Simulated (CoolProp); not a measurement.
Vapour-liquid equilibrium of dimethyl ether (1) + 1-butene (2) at -40.45 °C; x and y are mole fractions of (1).

Computed with CoolProp (multi-fluid Helmholtz-energy mixture model, Wu 2011 and Lemmon 2005; pair parameters Bell 2016).

### Question
Give the bubble pressure and the first vapour's composition at x = 0.2, 0.8, 0.95. Is there an azeotrope?

### Answer
x = 0.2: 0.02964 MPa, y = 0.415; x = 0.8: 0.04513 MPa, y = 0.876; x = 0.95: 0.04777 MPa, y = 0.967. No azeotrope shows between x = 0.05 and 0.95.

The pair parameters rest on a limited set of measurements; away from them the model extrapolates.
